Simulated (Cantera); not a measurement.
Charge: 1 mol Si, 0.13 mol O2, 7 mol N2, held at 13.0 Pa.

Cantera equilibrium calculation (NASA polynomials, part measured and part estimated; ideal gas, pure solids and liquids). Candidate condensed phases: Si, SiO2, Si2N2O, Si3N4; 16 gas species. N2 is the only nitrogen source here; it is nearly inert below about 1500 K, so the nitride shown seldom forms there in practice. Mutual solubility and eutectic melting of coexisting phases are not modelled. The numbers say what is thermodynamically allowed, not how fast it happens.

What share of the Si ends up in condensed phases as a function of T (°C), at 877, 977, 1077, 1177, 1277, 1377, 1477, 1577, 1677, 1777, 1877?


| T (°C) | Si condensed (%) | as |
|---|---|---|
| 877 | 100.0 | Si2N2O(s) + Si3N4(s) |
| 977 | 100.0 | Si2N2O(s) + Si3N4(s) |
| 1077 | 100.0 | Si2N2O(s) + Si3N4(s) |
| 1177 | 99.4 | Si2N2O(s) + Si3N4(s) |
| 1277 | 85.7 | Si2N2O(s) + Si3N4(s) |
| 1377 | 72.4 | Si(s) |
| 1477 | 65.2 | Si(l) |
| 1577 | 34.7 | Si(l) |
| 1677 | 0.0 | - |
| 1777 | 0.0 | - |
| 1877 | 0.0 | - |
